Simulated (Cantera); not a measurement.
An adiabatic, constant-pressure homogeneous reactor starts with CH4 : O2 : N2 = 1 : 3.45 : 13 (molar parts), equivalence ratio 0.58, at 1400 K and 2.07 atm. Integrator tolerance rtol = 1e-08.

Model: GRI-Mech 3.0 (53 species, 325 reactions), integrated in Cantera.

**Question.** What does this change do: O2 3.45 to 1.5 parts?

**Answer.** 
| quantity | before | after |
|---|---|---|
| time of steepest temperature rise | 1.52 ms | 5.20 ms |
| temperature at 8.00 s | 2460 K | 2279 K |
| equilibrium temperature | 2460 K | 2279 K |
| x(CH4) at 8.00 s | <1e-12 (gas-phase equilibrium <1e-12) | <1e-12 (gas-phase equilibrium <1e-12) |
| x(O2) at 8.00 s | 0.0758 (gas-phase equilibrium 0.0758) | 2.39e-5 (gas-phase equilibrium 2.39e-5) |
| x(OH) at 8.00 s | 0.00854 (gas-phase equilibrium 0.00854) | 0.000578 (gas-phase equilibrium 0.000578) |
| x(NO) at 8.00 s | 0.0125 (gas-phase equilibrium 0.0125) | 0.000163 (gas-phase equilibrium 0.000163) |
| x(C2H6) at 8.00 s | <1e-12 (gas-phase equilibrium <1e-12) | <1e-12 (gas-phase equilibrium <1e-12) |
| x(C2H) at 8.00 s | <1e-12 (gas-phase equilibrium <1e-12) | <1e-12 (gas-phase equilibrium <1e-12) |
| x(H2O) at 8.00 s | 0.108 (gas-phase equilibrium 0.108) | 0.0985 (gas-phase equilibrium 0.0985) |
